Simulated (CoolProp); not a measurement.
Vapour-liquid equilibrium of n-heptane (1) + n-dodecane (2) at 326.5 K; x and y are mole fractions of (1).

The numbers come from the multi-fluid Helmholtz-energy mixture model, Span 2003 and Lemmon 2004; pair parameters Bell 2016 in CoolProp.

| x | bubble pressure, mixture model (kPa) | bubble pressure, Raoult's law (kPa) | y, mixture model | y, Raoult's law |
|---|---|---|---|---|
| 0.05 | 1.186 | 1.221 | 0.882 | 0.885 |
| 0.125 | 2.829 | 2.832 | 0.954 | 0.954 |
| 0.2 | 4.532 | 4.443 | 0.974 | 0.973 |
| 0.275 | 6.256 | 6.054 | 0.983 | 0.982 |
| 0.35 | 7.969 | 7.664 | 0.988 | 0.987 |
| 0.425 | 9.651 | 9.275 | 0.991 | 0.991 |
| 0.5 | 11.29 | 10.89 | 0.993 | 0.993 |
| 0.575 | 12.88 | 12.50 | 0.995 | 0.995 |
| 0.65 | 14.43 | 14.11 | 0.996 | 0.996 |
| 0.725 | 15.96 | 15.72 | 0.997 | 0.997 |
| 0.8 | 17.47 | 17.33 | 0.998 | 0.998 |
| 0.875 | 18.99 | 18.94 | 0.999 | 0.999 |
| 0.95 | 20.55 | 20.55 | 1.000 | 1.000 |

The largest gap from Raoult's law is +4.1 % in bubble pressure, at x = 0.425. No azeotrope shows between x = 0.05 and 0.95.

The pair parameters rest on a limited set of measurements; away from them the model extrapolates. The gap from Raoult's law changes sign with composition, which may be real or a fault of the pair parameters; it wasn't checked against measurements.
